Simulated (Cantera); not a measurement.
**Transport properties of process gases**

Gas mixture: 34.8 % CO, 15.2 % NH₃, 40.2 % CO₂, 9.80 % C₂H₄, at 0.000350 bar, frozen composition.

Cantera's kinetic-theory transport with the Lennard-Jones parameters of GRI-Mech 3.0, ideal gas; thermal conductivity in the mixture-averaged form. Polar gases are described roughly by these parameters.

```tsv
T (K)	ρ (kg/m³)	cp (J/kg/K)	μ (µPa s)	λ (mW/m/K)	Pr	D (cm²/s) H	D (cm²/s) CH₄	D (cm²/s) NH₃
400	0.000345	1155	19.1	30.7	0.720	5280	952	908
500	0.000276	1245	23.1	39.6	0.724	7880	1420	1390
600	0.000230	1326	26.7	48.6	0.728	10900	1960	1960
700	0.000197	1397	30.1	57.4	0.731	14200	2560	2600
800	0.000172	1458	33.2	66.1	0.733	17900	3230	3310
900	0.000153	1511	36.2	74.7	0.734	21900	3950	4080
1000	0.000138	1562	39.1	82.9	0.736	26200	4730	4920
```
D: mixture-averaged diffusion coefficient of that species in the mixture.
